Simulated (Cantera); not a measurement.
Thermodynamics of calcination and drying, feed Na2CO3 + H2 + O2

Charge: 1 mol Na2CO3, 1.2 mol H2, 1 mol O2, at 1.00 bar.

Cantera equilibrium calculation (NASA polynomials, part measured and part estimated; ideal gas, pure solids and liquids). Candidate condensed phases: C, C6H6, C7H8, C8H18, H2O, Na, NaOH, NaO2, Na2CO3, Na2O, Na2O2; 117 gas species. Equilibrium is a limit: real reactors are often held back by kinetics, nucleation or transport.

From 527 °C to 827 °C the condensed part is Na2CO3(s). From 927 °C to 1627 °C the condensed part is Na2CO3(l). From 1727 °C to 1827 °C nothing is condensed. The main Na-bearing gas is NaOH throughout.

```
T (°C)  x H2O    x NaOH     x CO2   x O2      x Na     x NaO  n Na2CO3(s)  n Na2CO3(l)
------  -----  --------  --------  -----  --------  --------  -----------  -----------
527     0.750   1.02e-7   1.70e-7  0.250    <1e-12    <1e-12         1.00            0
627     0.750   2.88e-6   2.61e-6  0.250    <1e-12    <1e-12        1.000            0
727     0.750   4.02e-5   2.37e-5  0.250  5.91e-11  1.96e-11        1.000            0
827     0.750  0.000314  0.000166  0.250   3.32e-9  8.50e-10        1.000            0
927     0.748   0.00155  0.000806  0.250   8.46e-8   1.75e-8            0        0.999
1027    0.743   0.00579   0.00297  0.249   1.26e-6   2.17e-7            0        0.995
1127    0.728    0.0175   0.00892  0.246   1.26e-5   1.85e-6            0        0.985
1227    0.693    0.0446    0.0227  0.239   9.25e-5   1.16e-5            0        0.962
1327    0.626    0.0979    0.0498  0.225  0.000531   5.75e-5            0        0.912
1427    0.511     0.187    0.0955  0.202   0.00253  0.000234            0        0.811
1527    0.350     0.306     0.160  0.170    0.0105  0.000813            0        0.620
1627    0.175     0.414     0.229  0.137    0.0397   0.00253            0        0.283
1727    0.100     0.415     0.257  0.125    0.0938   0.00530            0            0
1827    0.116     0.366     0.248  0.130     0.127   0.00683            0            0
```
x: gas mole fraction; n: condensed amount in mol.
